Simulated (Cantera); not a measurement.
An isothermal plug-flow reactor at 1050 K and 1.00 bar (inlet), inlet velocity 0.89 m/s, active area per volume 100 1/m; feed CH4 : O2 : N2 = 0.0027 : 0.044 : 0.79 (molar parts), equivalence ratio 0.12.

Detailed kinetics in Cantera: Deutschmann's 1995 Pt surface mechanism with GRI-Mech 3.0 gas chemistry. Catalytic surfaces can have several steady states; this one follows from the mechanism file's or the stated starting coverage. Mass transfer to the wall is taken as infinitely fast.

Task: What does this change do: inlet velocity 0.89 to 4 m/s?

Result: 
```json
[
 {"quantity": "x(CH4) at z = 0.049 m", "before": "0.00121", "after": "0.00260"},
 {"quantity": "x(O2) at z = 0.049 m", "before": "0.0486", "after": "0.0514"},
 {"quantity": "x(H2O) at z = 0.049 m", "before": "0.00400", "after": "0.00124"},
 {"quantity": "x(CO2) at z = 0.049 m", "before": "0.00199", "after": "0.000617"},
 {"quantity": "x(CO) at z = 0.049 m", "before": "9.01e-7", "after": "1.88e-6"},
 {"quantity": "θ(free Pt) at the exit", "before": "0.294", "after": "0.292"},
 {"quantity": "θ(O*) at the exit", "before": "0.705", "after": "0.707"}
]
```
